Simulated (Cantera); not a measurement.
**Ignition delay**

Mixture: 6.03 % CH₄, 19.8 % O₂, 74.2 % N₂, equivalence ratio 0.61, at 33.0 bar, adiabatic and at constant pressure. Ignition delay is the time to a rise of 400 K.

Computed with Cantera and GRI-Mech 3.0 (53 species, 325 reactions). The pressure lies above the range GRI-Mech 3.0 was tuned for (to about 10 atm).

```tsv
T0 (K)	delay (ms)
1273	0.475
1323	0.279
1373	0.170
1423	0.106
1473	0.0681
1523	0.0446
1573	0.0298
1623	0.0203
1673	0.0140
1723	0.00984
```

```
Property                                                Result
--------------------------------------------------  ----------
apparent activation energy between 1623 and 1723 K  170 kJ/mol
```
